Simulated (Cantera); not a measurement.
Cantera run:

```python
import numpy as np
import cantera as ct

gas_names = """
    C CH CH2 CH3 CH2OH CH3O CH4 CH3OH CO CO2 COOH C2 C2H CHCO,ketyl C2H2,acetylene C2H2,vinylidene
    CH2CO,ketene C2H3,vinyl CH3CO,acetyl C2H4 C2H4O,ethylen CH3CHO,ethanal CH3COOH (HCOOH)2 C2H5 C2H6
    CH3OCH3 C2H5OH C2O C3 C3H3,propargyl C3H4,allene C3H4,propyne C3H4,cyclo- C3H5,allyl C3H6,propylene
    C3H6,cyclo- C3H6O C3H7,n-propyl C3H7,i-propyl C3H8 C3H8O,1propanol C3H8O,2propanol C3O2 C4 C4H2
    C4H4,1,3-cyclo- C4H6,butadiene C4H6,2-butyne C4H6,cyclo- C4H8,1-butene C4H8,cis2-buten
    C4H8,tr2-butene C4H8,isobutene C4H8,cyclo- (CH3COOH)2 C4H9,n-butyl C4H9,i-butyl C4H9,s-butyl
    C4H9,t-butyl C4H10,isobutane C4H10,n-butane C5 C5H6,1,3cyclo- C5H8,cyclo- C5H10,1-pentene
    C5H10,cyclo- C5H11,pentyl C5H11,t-pentyl C5H12,n-pentane C5H12,i-pentane CH3C(CH3)2CH3 C6H2
    C6H5,phenyl C6H5O,phenoxy C6H6 C6H5OH,phenol C6H10,cyclo- C6H12,1-hexene C6H12,cyclo- C6H13,n-hexyl
    C7H7,benzyl C7H8 C7H8O,cresol C7H14,1-heptene C7H15,n-heptyl C7H16,n-heptane C8H8,styrene
    C8H10,ethylbenz C8H16,1-octene C8H17,n-octyl C8H18,isooctane C8H18,n-octane C9H19,n-nonyl
    C10H8,naphthale C10H21,n-decyl C12H9,o-bipheny C12H10,bipheny Cu CuO Cu2 H HCO HO2 H2
    HCHO,formaldehy HCOOH H2O H2O2 O OH O2 O3
""".split()
cond_names = """
    C(gr) C6H6(L) C7H8(L) C8H18(L),n-octa Cu(cr) Cu(L) CuO(s) CuO2H2(s) Cu2O(s) Cu2O(L) H2O(s) H2O(L)
""".split()


def load(file, names, dense=False):
    # The tables refer to 1 bar. Condensed volumes are neglected.
    table = {s.name: s for s in ct.Species.list_from_file(file)}
    out = []
    for n in names:
        d = dict(table[n].input_data)
        d["thermo"] = dict(d["thermo"], **{"reference-pressure": 1e5})
        if dense:
            d["equation-of-state"] = {"model": "constant-volume", "density": "1e6 g/cm^3"}
        out.append(ct.Species.from_dict(d))
    return out


gas = ct.Solution(thermo="ideal-gas", species=load("nasa_gas.yaml", gas_names))
cond = {s.name: ct.Solution(thermo="fixed-stoichiometry", species=[s], name=s.name)
        for s in load("nasa_condensed.yaml", cond_names, dense=True)}
atoms = {
    'Cu2O': {'Cu': 2, 'O': 1},
    'CH4': {'C': 1, 'H': 4},
    'H2': {'H': 2},
}
top_T = {'C(gr)': 4500, 'CuO(s)': 1390}  # K; cautious upper limits of use, not melting points


def equilibrate(T, P, feed):
    n = {}
    for name, mol in feed.items():
        for a, k in atoms[name].items():
            n[a] = n.get(a, 0.0) + k * mol
    gas.TPX = T, P, n
    mass = sum(n.values()) * gas.mean_molecular_weight
    gas.equilibrate("TP")
    valid = [c for c in cond.values() if c.min_temp <= T <= top_T.get(c.name, c.max_temp)]
    mix = ct.Mixture([(gas, mass / gas.mean_molecular_weight)] + [(c, 0.0) for c in valid])
    mix.T, mix.P = T, P
    mix.equilibrate("TP", solver="vcs", rtol=1e-11, max_steps=5000)
    return mix


results = []
feed = {'Cu2O': 1, 'CH4': 2.6, 'H2': 7.5}  # mol
P = 13332.2  # Pa
for T in [1650, 1675, 1700, 1725, 1750, 1775, 1800, 1825, 1850, 1875, 1900]:
    mix = equilibrate(T, P, feed)
    results.append((T, P, feed, dict(zip(mix.species_names, mix.species_moles))))

top = {s: max(r[3][s] / sum(r[3][g] for g in gas_names) for r in results) for s in gas_names}
cols = sorted((s for s in top if top[s] > 0.0001), key=lambda s: -top[s])[:8]
seen = [c for c in cond_names if any(r[3].get(c, 0) > 1e-12 for r in results)]
print("log10 of partial pressures in bar; condensed amounts in mol")
print(f"{'T/K':>10s}" + "".join(f"{s[:9]:>10s}" for s in cols + seen))
for T, P, feed, n in results:
    ng = sum(n[g] for g in gas_names)
    print(f"{T:10.4g}" + "".join(f"{np.log10(max(n[s] / ng * P / 1e5, 1e-99)):10.3f}" for s in cols)
          + "".join(f"{n.get(c, 0):10.4g}" for c in seen))
```

Output:

```
log10 of partial pressures in bar; condensed amounts in mol
       T/K        H2        CO        Cu         H C2H2,acet       CH4     C(gr)     Cu(L)
      1650    -0.908    -2.012    -4.090    -4.496    -5.249    -4.693     1.597     1.992
      1675    -0.909    -2.012    -3.942    -4.389    -5.145    -4.736     1.597     1.988
      1700    -0.909    -2.012    -3.799    -4.286    -5.043    -4.778     1.596     1.984
      1725    -0.909    -2.013    -3.660    -4.186    -4.945    -4.819     1.596     1.977
      1750    -0.909    -2.013    -3.525    -4.088    -4.849    -4.858     1.596     1.969
      1775    -0.910    -2.013    -3.394    -3.993    -4.756    -4.897     1.595     1.958
      1800    -0.910    -2.014    -3.266    -3.901    -4.666    -4.934     1.594     1.944
      1825    -0.911    -2.014    -3.143    -3.812    -4.579    -4.971     1.593     1.925
      1850    -0.912    -2.015    -3.022    -3.725    -4.494    -5.008     1.592     1.901
      1875    -0.913    -2.016    -2.905    -3.640    -4.412    -5.044     1.591      1.87
      1900    -0.914    -2.018    -2.792    -3.558    -4.333    -5.079     1.589     1.831
```

Cantera equilibrium calculation (NASA polynomials, part measured and part estimated; ideal gas, pure solids and liquids).
